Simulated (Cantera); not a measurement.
**Ignition delay**

Mixture: CH₄ : O₂ : N₂ = 1 : 1.05 : 4.74 (molar parts), equivalence ratio 1.9, at 13.0 bar, adiabatic and at constant pressure. Ignition delay is the time to a rise of 400 K.

Cantera simulation using GRI-Mech 3.0 (53 species, 325 reactions); the numbers are that mechanism's predictions, not measurements. The pressure lies above the range GRI-Mech 3.0 was tuned for (to about 10 atm).

```
T0 (K)  delay (ms)
------  ----------
1223          4.42
1273          2.49
1323          1.44
1373         0.847
1423         0.508
1473         0.309
1523         0.191
```

| Item | Result |
|---|---|
| apparent activation energy between 1423 and 1523 K | 180 kJ/mol |
